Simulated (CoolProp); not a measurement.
Vapour pressure (kPa) of R22: the reference equation beside estimates from Tc = 96.1 °C, pc = 4990 kPa, ω = 0.221. Clausius-Clapeyron is anchored at -18.65 °C with a constant enthalpy of vaporisation of 18.94 kJ/mol.

Model: reference Helmholtz-energy equation of state, Kamei 1995, in CoolProp.

```tsv
T (°C)	reference	Lee-Kesler	Clausius-Clapeyron	van der Waals	Redlich-Kwong	Soave-Redlich-Kwong
-99.85	2.038	1.945	3.895	89.10	4.471	1.999
-88.25	5.544	5.306	8.887	140.0	11.48	5.431
-76.65	13.14	12.66	18.39	208.9	25.65	12.89
-65.05	27.86	27.06	35.10	298.8	51.21	27.41
-53.45	53.86	52.76	62.57	412.6	93.39	53.19
-41.85	96.48	95.26	105.3	553.0	158.2	95.63
-30.25	162.2	161.2	168.5	722.4	252.1	161.3
-18.65	258.3	258.0	258.3	923.2	381.9	257.9
-7.05	393.3	394.0	381.6	1158	554.5	393.9
4.55	575.9	578.0	545.7	1428	776.6	578.6
16.15	815.9	819.1	758.3	1735	1055	822.0
27.75	1123	1127	1027	2081	1396	1135
39.35	1509	1513	1361	2468	1806	1527
50.95	1985	1987	1766	2897	2290	2011
```

Absolute difference from the reference over all 14 rows, mean and median: Lee-Kesler 1.5 and 0.5 %, Clausius-Clapeyron 20.8 and 9.5 %, van der Waals 825.1 and 301.4 %, Redlich-Kwong 57.9 and 51.6 %, Soave-Redlich-Kwong 1.1 and 1.1 %.
